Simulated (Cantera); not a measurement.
Input: 1 mol CH4, 0.17 mol O2, 32 mol H2, equilibrated at 29300 Torr.

Equilibrium computed with Cantera from the NASA thermochemical tables; the gas is ideal and each condensed phase is pure. Candidate condensed phases: C, C6H6, C7H8, C8H18, H2O; 131 gas species. Ions and electrons are included (thermal ionisation). The ideal-gas law is rough above about 30 bar. Equilibrium is a limit: real reactors are often held back by kinetics, nucleation or transport.

Task: Which condensed phases are stable at each of these points (T (K)): 2000, 2250, 2500, 2750, 3000, 3250, 3500, 3750, 4000, 4250, 4500, 4750, 5000?

Result: 
```csv
T (K),condensed phases,C condensed (%)
2000,C(graphite),6.5
2250,C(graphite),11.3
2500,gas only,0.0
2750,gas only,0.0
3000,gas only,0.0
3250,gas only,0.0
3500,gas only,0.0
3750,gas only,0.0
4000,gas only,0.0
4250,gas only,0.0
4500,gas only,0.0
4750,gas only,0.0
5000,gas only,0.0
```

From 2000 K to 2250 K the condensed part is C(graphite). From 2500 K to 5000 K nothing is condensed.
